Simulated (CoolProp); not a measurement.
n-heptane at 320.58 K and 0.351 MPa flows at 0.38 m/s in a round tube of 25 mm bore and 0.25 µm roughness, fully developed (64/Re and Nu = 3.66 if laminar; Colebrook and Gnielinski if turbulent). Each further row changes one setting.

Computed with CoolProp (reference Helmholtz-energy equation of state, Span 2003). It is a short technical equation, of lower accuracy than the large ones.

```csv
case,Reynolds number,Darcy friction factor,pressure drop (Pa/m),heat-transfer coefficient (W/(m² K)),mass flow (kg/h)
as stated,20200,0.0258,49.3,658,444
velocity 0.76 m/s,40400,0.0220,168,1210,887
diameter 50 mm,40400,0.0219,20.9,603,1770
```

Viscosity comes from a separate model (Michailidou 2014). Thermal conductivity comes from a separate model (Assael 2013).
